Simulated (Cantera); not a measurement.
A perfectly stirred reactor is fed with 5.26 % NH3, 94.7 % N2, at 1330 Pa; it is held at 2200 K, and followed from long to short residence time.

Computed with Cantera and the gas-phase N/H chemistry of the illustrative SiF4/NH3 mechanism in the Surface Chemkin manual (1991). Walls and surfaces, which speed up NH3 decomposition in real reactors, are not modelled.

x: mole fraction; the columns are a selection and need not sum to one.

```tsv
τ (s)	x NH3	x H2	x H	x N2H4	x NH	x NH2	x N2
19	0.000579	0.0737	0.000924	<1e-12	6.75e-6	2.23e-5	0.925
5.5	0.00234	0.0713	0.000577	4.77e-12	1.10e-5	5.80e-5	0.926
1.6	0.00689	0.0648	0.000399	2.36e-11	1.74e-5	0.000129	0.928
0.46	___	___	___	9.51e-11	___	___	0.932
0.13	___	___	___	2.95e-10	3.15e-5	___	0.938
0.039	0.0434	0.0124	7.36e-5	6.54e-10	2.94e-5	0.000679	0.943
0.011	0.0504	0.00251	1.98e-5	7.75e-10	1.52e-5	0.000739	0.946
0.0033	0.0522	0.000258	3.64e-6	1.59e-10	3.75e-6	0.000335	0.947
0.00097	0.0525	5.14e-5	2.28e-6	1.43e-11	5.37e-7	0.000101	0.947
0.00028	0.0526	1.31e-5	2.01e-6	1.10e-12	3.97e-8	2.80e-5	0.947
```

Task: Complete the blanks.

Result: 
- 0.46, x NH3: 0.0167
- 0.46, x H2: 0.0508
- 0.46, x H: 0.000263
- 0.46, x NH: 2.55e-5
- 0.46, x NH2: 0.000259
- 0.13, x NH3: 0.0313
- 0.13, x H2: 0.0298
- 0.13, x H: 0.000150
- 0.13, x NH2: 0.000456
